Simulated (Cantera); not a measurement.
Transport properties of process gases

Gas mixture: 54.8 % O₂, 45.2 % NO, at 0.270 bar, frozen composition.

Cantera's kinetic-theory transport with the Lennard-Jones parameters of GRI-Mech 3.0, ideal gas; thermal conductivity in the mixture-averaged form.

```json
[
 {"T (K)": "400", "ρ (kg/m³)": "0.252", "cp (J/kg/K)": "966.3", "μ (µPa s)": "24.5", "λ (mW/m/K)": "33.2", "Pr": "0.713", "D (cm²/s) H₂": "4.85", "D (cm²/s) H": "7.81", "D (cm²/s) NO": "1.27"},
 {"T (K)": "500", "ρ (kg/m³)": "0.202", "cp (J/kg/K)": "990.9", "μ (µPa s)": "28.7", "λ (mW/m/K)": "40.1", "Pr": "0.709", "D (cm²/s) H₂": "7.06", "D (cm²/s) H": "11.5", "D (cm²/s) NO": "1.87"},
 {"T (K)": "600", "ρ (kg/m³)": "0.168", "cp (J/kg/K)": "1019", "μ (µPa s)": "32.5", "λ (mW/m/K)": "46.8", "Pr": "0.708", "D (cm²/s) H₂": "9.58", "D (cm²/s) H": "15.7", "D (cm²/s) NO": "2.55"},
 {"T (K)": "700", "ρ (kg/m³)": "0.144", "cp (J/kg/K)": "1047", "μ (µPa s)": "36.1", "λ (mW/m/K)": "53.3", "Pr": "0.709", "D (cm²/s) H₂": "12.4", "D (cm²/s) H": "20.5", "D (cm²/s) NO": "3.30"},
 {"T (K)": "800", "ρ (kg/m³)": "0.126", "cp (J/kg/K)": "1071", "μ (µPa s)": "39.4", "λ (mW/m/K)": "59.5", "Pr": "0.709", "D (cm²/s) H₂": "15.5", "D (cm²/s) H": "25.7", "D (cm²/s) NO": "4.13"},
 {"T (K)": "900", "ρ (kg/m³)": "0.112", "cp (J/kg/K)": "1091", "μ (µPa s)": "42.6", "λ (mW/m/K)": "65.5", "Pr": "0.709", "D (cm²/s) H₂": "18.8", "D (cm²/s) H": "31.3", "D (cm²/s) NO": "5.04"},
 {"T (K)": "1000", "ρ (kg/m³)": "0.101", "cp (J/kg/K)": "1109", "μ (µPa s)": "45.6", "λ (mW/m/K)": "71.3", "Pr": "0.709", "D (cm²/s) H₂": "22.4", "D (cm²/s) H": "37.3", "D (cm²/s) NO": "6.01"}
]
```
D: mixture-averaged diffusion coefficient of that species in the mixture.
